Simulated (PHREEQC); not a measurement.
## Alkaline etch or developer: speciation

Make-up at 25 °C: 14 mmol/kgw NaOH and 1.7 mmol/kgw H3BO3. Closed to the air; pH follows from the charge balance.

Model: ion-association model, phreeqc.dat, run in PHREEQC.

Precipitation was switched off in this run.

Problem. Predict the pH, ionic strength.

Solution. pH 12.03; ionic strength 0.0140 mol/kgw.

Species that the database lacks are ignored.
